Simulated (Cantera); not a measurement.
An isothermal, constant-pressure homogeneous reactor starts with CH₄ : N₂ = 1 : 70 (molar parts), at 1948 K and 0.158 atm. Integrator tolerance rtol = 1e-08.

Computed with Cantera and GRI-Mech 3.0 (53 species, 325 reactions). GRI-Mech 3.0 stops at C3 and has no aromatics, soot or wall deposition, so with more carbon than oxygen in the feed, carbon stays in small species such as C2H2 where larger ones or solid carbon would form.

### Question
What does this change do: pressure from 0.158 atm to 0.000642 atm?

### Answer
| quantity | before | after |
|---|---|---|
| x(CH₄) at 10.0 s | 1.49e-7 (gas-phase equilibrium 1.98e-7) | 5.34e-5 (gas-phase equilibrium 6.42e-10) |
| x(C₂H) at 10.0 s | 2.12e-6 (gas-phase equilibrium 1.22e-7) | 2.38e-6 (gas-phase equilibrium 2.04e-6) |
| x(CH₃) at 10.0 s | 5.85e-8 (gas-phase equilibrium 7.77e-8) | 2.36e-5 (gas-phase equilibrium 4.25e-9) |
| x(H₂) at 10.0 s | 0.0206 (gas-phase equilibrium 0.0206) | 0.0205 (gas-phase equilibrium 0.0178) |
| x(C₂H₄) at 10.0 s | 2.05e-7 (gas-phase equilibrium 1.18e-8) | 1.62e-7 (gas-phase equilibrium 4.09e-11) |
| x(H) at 10.0 s | 0.000409 (gas-phase equilibrium 0.000409) | 0.000457 (gas-phase equilibrium 0.00596) |
Radical loss at walls, strong at low pressure, is not modelled.
